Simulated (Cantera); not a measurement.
A perfectly stirred reactor is fed with C₂H₆ : N₂ = 1 : 1.4 (molar parts), at 1.40 bar; it is held at 1173 K, and followed from long to short residence time.

Model: GRI-Mech 3.0 (53 species, 325 reactions), integrated in Cantera. GRI-Mech 3.0 stops at C3 and has no aromatics, soot or wall deposition, so with more carbon than oxygen in the feed, carbon stays in small species such as C2H2 where larger ones or solid carbon would form.

Problem. What does this change do: pressure from 1.40 bar to 1.01 bar?

Solution. 
```json
[
 {"quantity": "x(C₂H₆) at τ = 3.80 s", "before": "0.0158", "after": "0.0135"},
 {"quantity": "x(C₂H₄) at τ = 3.80 s", "before": "0.193", "after": "0.191"},
 {"quantity": "x(H₂) at τ = 3.80 s", "before": "0.194", "after": "0.212"},
 {"quantity": "x(CH₃) at τ = 3.80 s", "before": "5.41e-6", "after": "5.97e-6"},
 {"quantity": "x(CH₂) at τ = 3.80 s", "before": "5.37e-12", "after": "7.27e-12"},
 {"quantity": "x(C₂H₆) at τ = 84.0 ms", "before": "0.0900", "after": "0.0901"},
 {"quantity": "x(C₂H₄) at τ = 84.0 ms", "before": "0.205", "after": "0.203"},
 {"quantity": "x(H₂) at τ = 84.0 ms", "before": "0.206", "after": "0.208"},
 {"quantity": "x(CH₃) at τ = 84.0 ms", "before": "6.22e-6", "after": "8.02e-6"},
 {"quantity": "x(CH₂) at τ = 84.0 ms", "before": "1.36e-11", "after": "2.22e-11"}
]
```

Problem. What does this change do: temperature 1173 to 2000 K?

Solution. 
| quantity | before | after |
|---|---|---|
| x(C₂H₆) at τ = 3.80 s | 0.0158 | 4.85e-7 |
| x(C₂H₄) at τ = 3.80 s | 0.193 | 0.000950 |
| x(H₂) at τ = 3.80 s | 0.194 | 0.450 |
| x(CH₃) at τ = 3.80 s | 5.41e-6 | 0.000142 |
| x(CH₂) at τ = 3.80 s | 5.37e-12 | 3.77e-7 |
| x(C₂H₆) at τ = 84.0 ms | 0.0900 | 8.46e-6 |
| x(C₂H₄) at τ = 84.0 ms | 0.205 | 0.000971 |
| x(H₂) at τ = 84.0 ms | 0.206 | 0.441 |
| x(CH₃) at τ = 84.0 ms | 6.22e-6 | 0.000470 |
| x(CH₂) at τ = 84.0 ms | 1.36e-11 | 1.23e-6 |
